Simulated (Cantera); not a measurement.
Charge: 1 mol CS2, 0.11 mol O2, equilibrated at 750 Torr.

Cantera equilibrium calculation (NASA polynomials, part measured and part estimated; ideal gas, pure solids and liquids). Candidate condensed phases: C, S; 35 gas species. Ions and electrons are included (thermal ionisation). Equilibrium is a limit: real reactors are often held back by kinetics, nucleation or transport.

Q: At 4500 K, list the 6 most abundant gas species with their mole fractions, and the condensed phases.

A: S 0.543, CS 0.322, CO 0.0981, C 0.0212, S2 0.0130, C2 0.00155. Condensed: gas only.
